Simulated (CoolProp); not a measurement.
Propane along the isotherm 147.25 °C: density (kg/m³) from the reference equation and from simpler models built on Tc = 96.7 °C, pc = 4.251 MPa, ω = 0.152; each cubic takes its own stable root.

Model: reference Helmholtz-energy equation of state, Lemmon 2009, in CoolProp.

```json
[
 {"p (MPa)": "0.455", "phase": "gas", "reference": "5.883"},
 {"p (MPa)": "0.911", "phase": "gas", "reference": "12.09"},
 {"p (MPa)": "1.37", "phase": "gas", "reference": "18.69"},
 {"p (MPa)": "1.82", "phase": "gas", "reference": "25.55"},
 {"p (MPa)": "2.28", "phase": "gas", "reference": "33.02"},
 {"p (MPa)": "2.73", "phase": "gas", "reference": "40.83"},
 {"p (MPa)": "3.19", "phase": "gas", "reference": "49.43"},
 {"p (MPa)": "3.64", "phase": "gas", "reference": "58.54"},
 {"p (MPa)": "4.1", "phase": "gas", "reference": "68.69"},
 {"p (MPa)": "4.55", "phase": "supercritical", "reference": "79.59"},
 {"p (MPa)": "5.01", "phase": "supercritical", "reference": "91.93"},
 {"p (MPa)": "5.47", "phase": "supercritical", "reference": "105.7"},
 {"p (MPa)": "5.92", "phase": "supercritical", "reference": "120.7"},
 {"p (MPa)": "6.38", "phase": "supercritical", "reference": "137.9"}
]
```

Task: How far does each simpler model (van der Waals, Redlich-Kwong, Soave-Redlich-Kwong) lie from the reference over these 14 states: mean and median of the absolute difference, and the worst?

Result: 
- van der Waals: mean 2.5 %, median 0.6 %, worst +11.2 % at 147.25 °C and 6.38 MPa
- Redlich-Kwong: mean 1.1 %, median 1.0 %, worst +2.2 % at 147.25 °C and 6.38 MPa
- Soave-Redlich-Kwong: mean 1.0 %, median 0.5 %, worst -3.9 % at 147.25 °C and 6.38 MPa
